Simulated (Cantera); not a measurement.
Input: 1 mol HgO, 9.3 mol H₂, 2.6 mol N₂, equilibrated at 1448 K and 13300 Pa.

Cantera equilibrium calculation (NASA polynomials, part measured and part estimated; ideal gas, pure solids and liquids). Candidate condensed phases: H₂O, Hg, HgO; 25 gas species. The numbers say what is thermodynamically allowed, not how fast it happens.

Base state: H₂ 0.643, N₂ 0.202, Hg 0.0775, H₂O 0.0775, H 2.02e-5 (mole fractions); condensed: gas only.

Problem. What changes in the equilibrium state with this change: temperature from 1448 K to 575 K?

Solution. 
```tsv
species	before	after
H₂	0.643	0.642
N₂	0.202	0.201
H₂O	0.0775	0.0777
NH₃	2.25e-6	0.00200
Hg	0.0775	0.0777
H	2.02e-5	<1e-9
```

Problem. What changes in the equilibrium state with this change: 0.56 mol O₂ added?

Solution. 
```json
[
 {"species": "H₂", "before": "0.643", "after": "0.557"},
 {"species": "N₂", "before": "0.202", "after": "0.202"},
 {"species": "H₂O", "before": "0.0775", "after": "0.164"},
 {"species": "H", "before": "2.02e-5", "after": "1.88e-5"},
 {"species": "Hg", "before": "0.0775", "after": "0.0775"}
]
```

Problem. What changes in the equilibrium state with this change: HgO replaced by Pb?

Solution. 
```tsv
species	before	after
H₂	0.643	0.721
N₂	0.202	0.202
Pb	0	0.0775
Hg	0.0775	0
H₂O	0.0775	0
Pb₂	0	1.63e-5
H	2.02e-5	2.14e-5
```
Further candidate phases: Pb.
